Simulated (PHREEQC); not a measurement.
0.1 g of hydrous ferric oxide (600 m²/g; 0.2 weak and 0.005 strong sites per Fe, Dzombak-Morel constants, diffuse double layer) in 1 kg of water with 0.005 mol/kgw of an inert sodium salt and 0.0002 mol SrCl2 and 1.3e-06 mol ZnSO4, at 25 °C; the pH is set by adding NaOH or the inert anion's acid. O2 is buffered at 0.21 atm. CO2 from the air is kept out. No solid was allowed to form.

Base run: PHREEQC, ion-association model, wateq4f.dat. Each further column changes one thing. The table gives S sorbed (%).

```
pH    base  no electrostatic term (-no_edl)  background salt from 0.005 to 0.0005 mol/kgw  oxide from 0.1 to 0.5 g/kgw  5.7e-05 mol/kgw H3BO3 added
---  -----  -------------------------------  --------------------------------------------  ---------------------------  ---------------------------
3    100.0                              0.0                                         100.0                        100.0                        100.0
4    100.0                              0.0                                         100.0                        100.0                        100.0
4.5   99.8                              0.0                                         100.0                        100.0                         99.8
5     99.4                              0.0                                          99.8                   (withheld)                         99.4
6     83.8                              0.1                                    (withheld)                         96.4                         83.8
7      9.5                              0.1                                    (withheld)                   (withheld)                          9.5
7.5    1.3                              0.1                                    (withheld)                   (withheld)                          1.3
8      0.2                              0.1                                           0.2                   (withheld)                          0.2
9      0.0                              0.0                                           0.0                          0.0                          0.0
```

### Question
Fill in the missing entries.

### Answer

- 5, oxide from 0.1 to 0.5 g/kgw: 99.9
- 6, background salt from 0.005 to 0.0005 mol/kgw: 90.5
- 7, background salt from 0.005 to 0.0005 mol/kgw: 12.8
- 7, oxide from 0.1 to 0.5 g/kgw: 33.8
- 7.5, background salt from 0.005 to 0.0005 mol/kgw: 1.7
- 7.5, oxide from 0.1 to 0.5 g/kgw: 6.3
- 8, oxide from 0.1 to 0.5 g/kgw: 0.9

The oxide is taken as insoluble; below pH 4 it would dissolve.
